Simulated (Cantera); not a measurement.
Input (Python, Cantera) and output of one run.

```python
import numpy as np
import cantera as ct

gas_names = """
    H HNO HNO2 HNO3 HO2 H2 H2O H2O2 N NH NH2 NH3 NH2OH NO NO2 NO3 N2 N2H2 N2H4 N2O O OH O2 O3 Si SiH
    SiH2 SiH3 SiH4 SiN SiO SiO2 Si2 Si2N Si3
""".split()
cond_names = """
    H2O(s) H2O(L) Si(cr) Si(L) SiO2(Lqz) SiO2(hqz) SiO2(L) Si2N2O(s) Si3N4(a)
""".split()


# ... load() reads the species with a 1 bar reference pressure and builds the phases ...
atoms = {
    'Si3N4': {'Si': 3, 'N': 4},
    'O2': {'O': 2},
    'H2': {'H': 2},
}
top_T = {'Si2N2O(s)': 2100, 'Si3N4(a)': 2400}  # K; cautious upper limits of use, not melting points


# ... equilibrate(T, P, feed) seeds the gas with the atoms and calls Mixture.equilibrate('TP', solver="gibbs", rtol=1e-10, max_steps=50000) ...
results = []
P = 10000  # Pa
for T in [1298, 1348, 1398, 1448, 1498, 1548, 1598, 1648, 1698, 1748]:
    for m in [1.4, 2.2, 3.7, 6.1, 10, 16, 27, 44, 73, 120, 200, 320]:
        feed = {'Si3N4': 1, 'O2': 0.27, 'H2': m}  # mol
        mix = equilibrate(T, P, feed)
        results.append((T, P, feed, dict(zip(mix.species_names, mix.species_moles))))

for T, P, feed, n in results:
    print(f"{T:7g} {feed['H2']:10.4g}  " + (" + ".join(c for c in cond_names if n.get(c, 0) > 1e-12) or "gas only"))
```

Output:

```
   1298        1.4  Si2N2O(s) + Si3N4(a)
   1298        2.2  Si2N2O(s) + Si3N4(a)
   1298        3.7  Si2N2O(s) + Si3N4(a)
   1298        6.1  Si2N2O(s) + Si3N4(a)
   1298         10  Si2N2O(s) + Si3N4(a)
   1298         16  Si2N2O(s) + Si3N4(a)
   1298         27  Si2N2O(s) + Si3N4(a)
   1298         44  Si2N2O(s) + Si3N4(a)
   1298         73  Si2N2O(s) + Si3N4(a)
   1298        120  Si2N2O(s) + Si3N4(a)
   1298        200  Si2N2O(s) + Si3N4(a)
   1298        320  Si2N2O(s) + Si3N4(a)
   1348        1.4  Si2N2O(s) + Si3N4(a)
   1348        2.2  Si2N2O(s) + Si3N4(a)
   1348        3.7  Si2N2O(s) + Si3N4(a)
   1348        6.1  Si2N2O(s) + Si3N4(a)
   1348         10  Si2N2O(s) + Si3N4(a)
   1348         16  Si2N2O(s) + Si3N4(a)
   1348         27  Si2N2O(s) + Si3N4(a)
   1348         44  Si2N2O(s) + Si3N4(a)
   1348         73  Si2N2O(s) + Si3N4(a)
   1348        120  Si2N2O(s) + Si3N4(a)
   1348        200  Si2N2O(s) + Si3N4(a)
   1348        320  Si2N2O(s) + Si3N4(a)
   1398        1.4  Si2N2O(s) + Si3N4(a)
   1398        2.2  Si2N2O(s) + Si3N4(a)
   1398        3.7  Si2N2O(s) + Si3N4(a)
   1398        6.1  Si2N2O(s) + Si3N4(a)
   1398         10  Si2N2O(s) + Si3N4(a)
   1398         16  Si2N2O(s) + Si3N4(a)
   1398         27  Si2N2O(s) + Si3N4(a)
   1398         44  Si2N2O(s) + Si3N4(a)
   1398         73  Si2N2O(s) + Si3N4(a)
   1398        120  Si2N2O(s) + Si3N4(a)
   1398        200  Si2N2O(s) + Si3N4(a)
   1398        320  Si2N2O(s) + Si3N4(a)
   1448        1.4  Si2N2O(s) + Si3N4(a)
   1448        2.2  Si2N2O(s) + Si3N4(a)
   1448        3.7  Si2N2O(s) + Si3N4(a)
   1448        6.1  Si2N2O(s) + Si3N4(a)
   1448         10  Si2N2O(s) + Si3N4(a)
   1448         16  Si2N2O(s) + Si3N4(a)
   1448         27  Si2N2O(s) + Si3N4(a)
   1448         44  Si2N2O(s) + Si3N4(a)
   1448         73  Si2N2O(s) + Si3N4(a)
   1448        120  Si2N2O(s) + Si3N4(a)
   1448        200  Si2N2O(s) + Si3N4(a)
   1448        320  Si2N2O(s) + Si3N4(a)
   1498        1.4  Si2N2O(s) + Si3N4(a)
   1498        2.2  Si2N2O(s) + Si3N4(a)
   1498        3.7  Si2N2O(s) + Si3N4(a)
   1498        6.1  Si2N2O(s) + Si3N4(a)
   1498         10  Si2N2O(s) + Si3N4(a)
   1498         16  Si2N2O(s) + Si3N4(a)
   1498         27  Si2N2O(s) + Si3N4(a)
   1498         44  Si2N2O(s) + Si3N4(a)
   1498         73  Si2N2O(s) + Si3N4(a)
   1498        120  Si2N2O(s) + Si3N4(a)
   1498        200  Si2N2O(s) + Si3N4(a)
   1498        320  Si2N2O(s) + Si3N4(a)
   1548        1.4  Si2N2O(s) + Si3N4(a)
   1548        2.2  Si2N2O(s) + Si3N4(a)
   1548        3.7  Si2N2O(s) + Si3N4(a)
   1548        6.1  Si2N2O(s) + Si3N4(a)
   1548         10  Si2N2O(s) + Si3N4(a)
   1548         16  Si2N2O(s) + Si3N4(a)
   1548         27  Si2N2O(s) + Si3N4(a)
   1548         44  Si2N2O(s) + Si3N4(a)
   1548         73  Si2N2O(s) + Si3N4(a)
   1548        120  Si2N2O(s) + Si3N4(a)
   1548        200  Si(cr) + Si2N2O(s) + Si3N4(a)
   1548        320  Si(cr) + Si2N2O(s) + Si3N4(a)
   1598        1.4  Si2N2O(s) + Si3N4(a)
   1598        2.2  Si2N2O(s) + Si3N4(a)
   1598        3.7  Si2N2O(s) + Si3N4(a)
   1598        6.1  Si2N2O(s) + Si3N4(a)
   1598         10  Si2N2O(s) + Si3N4(a)
   1598         16  Si2N2O(s) + Si3N4(a)
   1598         27  Si2N2O(s) + Si3N4(a)
   1598         44  Si2N2O(s) + Si3N4(a)
   1598         73  Si(cr) + Si2N2O(s) + Si3N4(a)
   1598        120  Si(cr) + Si2N2O(s) + Si3N4(a)
   1598        200  Si(cr) + Si2N2O(s) + Si3N4(a)
   1598        320  Si(cr) + Si2N2O(s) + Si3N4(a)
   1648        1.4  Si2N2O(s) + Si3N4(a)
   1648        2.2  Si2N2O(s) + Si3N4(a)
   1648        3.7  Si2N2O(s) + Si3N4(a)
   1648        6.1  Si2N2O(s) + Si3N4(a)
   1648         10  Si2N2O(s) + Si3N4(a)
   1648         16  Si2N2O(s) + Si3N4(a)
   1648         27  Si2N2O(s) + Si3N4(a)
   1648         44  Si(cr) + Si2N2O(s) + Si3N4(a)
   1648         73  Si(cr) + Si2N2O(s) + Si3N4(a)
   1648        120  Si(cr) + Si2N2O(s) + Si3N4(a)
   1648        200  Si(cr) + Si2N2O(s) + Si3N4(a)
   1648        320  Si(cr) + Si2N2O(s)
   1698        1.4  Si2N2O(s) + Si3N4(a)
   1698        2.2  Si2N2O(s) + Si3N4(a)
   1698        3.7  Si2N2O(s) + Si3N4(a)
   1698        6.1  Si2N2O(s) + Si3N4(a)
   1698         10  Si2N2O(s) + Si3N4(a)
   1698         16  Si(L) + Si2N2O(s) + Si3N4(a)
   1698         27  Si(L) + Si2N2O(s) + Si3N4(a)
   1698         44  Si(L) + Si2N2O(s) + Si3N4(a)
   1698         73  Si(L) + Si2N2O(s) + Si3N4(a)
   1698        120  Si(L) + Si2N2O(s)
   1698        200  Si(L) + Si2N2O(s)
   1698        320  Si(L) + Si2N2O(s)
   1748        1.4  Si2N2O(s) + Si3N4(a)
   1748        2.2  Si2N2O(s) + Si3N4(a)
   1748        3.7  Si2N2O(s) + Si3N4(a)
   1748        6.1  Si(L) + Si2N2O(s) + Si3N4(a)
   1748         10  Si(L) + Si2N2O(s) + Si3N4(a)
   1748         16  Si(L) + Si2N2O(s) + Si3N4(a)
   1748         27  Si(L) + Si2N2O(s) + Si3N4(a)
   1748         44  Si(L) + Si2N2O(s)
   1748         73  Si(L) + Si2N2O(s)
   1748        120  Si(L) + Si2N2O(s)
   1748        200  Si(L)
   1748        320  Si(L)
```

Method: chemical equilibrium by Gibbs-energy minimisation in Cantera with the NASA 1993 tables (ideal gas, pure condensed phases). Mutual solubility and eutectic melting of coexisting phases are not modelled.
